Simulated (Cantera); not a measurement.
Input (Python, Cantera) and output of one run.

```python
import numpy as np
import cantera as ct

gas_names = """
    C CO CO2 C2 C2O C3 C3O2 C4 C5 O O2 O3 Ti TiO TiO2
""".split()
cond_names = """
    C(gr) Ti(a) Ti(b) Ti(L) TiC(s) TiC(L) TiO(a) TiO(b) TiO(L) TiO2(ru) TiO2(L) Ti2O3(a) Ti2O3(b)
    Ti2O3(L) Ti3O5(a) Ti3O5(b) Ti3O5(L) Ti4O7(s) Ti4O7(L)
""".split()


# ... load() reads the species with a 1 bar reference pressure and builds the phases ...
atoms = {
    'TiO2': {'Ti': 1, 'O': 2},
    'CO': {'C': 1, 'O': 1},
}
top_T = {'C(gr)': 4500}  # K; cautious upper limits of use, not melting points


# ... equilibrate(T, P, feed) seeds the gas with the atoms and calls Mixture.equilibrate('TP', solver="vcs", rtol=1e-11, max_steps=5000) ...
results = []
feed = {'TiO2': 1, 'CO': 1.6}  # mol
P = 140000  # Pa
for T in [1625, 1675, 1725, 1775, 1825, 1875, 1925, 1975, 2025]:
    mix = equilibrate(T, P, feed)
    results.append((T, P, feed, dict(zip(mix.species_names, mix.species_moles))))

top = {s: max(r[3][s] / sum(r[3][g] for g in gas_names) for r in results) for s in gas_names}
cols = sorted((s for s in top if top[s] > 0.0001), key=lambda s: -top[s])[:6]
seen = [c for c in cond_names if any(r[3].get(c, 0) > 1e-12 for r in results)]
print("log10 of partial pressures in bar; condensed amounts in mol")
print(f"{'T/K':>10s}" + "".join(f"{s[:9]:>10s}" for s in cols + seen))
for T, P, feed, n in results:
    ng = sum(n[g] for g in gas_names)
    print(f"{T:10.4g}" + "".join(f"{np.log10(max(n[s] / ng * P / 1e5, 1e-99)):10.3f}" for s in cols)
          + "".join(f"{n.get(c, 0):10.4g}" for c in seen))
```

It prints:

```
log10 of partial pressures in bar; condensed amounts in mol
       T/K        CO       CO2  TiO2(ru)  Ti4O7(s)  Ti4O7(L)
      1625     0.141    -1.776    0.9235   0.01912         0
      1675     0.139    -1.672    0.9027   0.02433         0
      1725     0.138    -1.573    0.8777   0.03058         0
      1775     0.136    -1.478     0.848     0.038         0
      1825     0.133    -1.389    0.8132   0.04671         0
      1875     0.130    -1.303    0.7727   0.05683         0
      1925     0.127    -1.222     0.726   0.06851         0
      1975     0.119    -1.072    0.6131         0   0.09672
      2025     0.101    -0.863    0.3734         0    0.1567
```

Method: chemical equilibrium by Gibbs-energy minimisation in Cantera with the NASA 1993 tables (ideal gas, pure condensed phases). Mutual solubility and eutectic melting of coexisting phases are not modelled. Condensed phases not in the tables: Magnéli phases beyond Ti4O7.
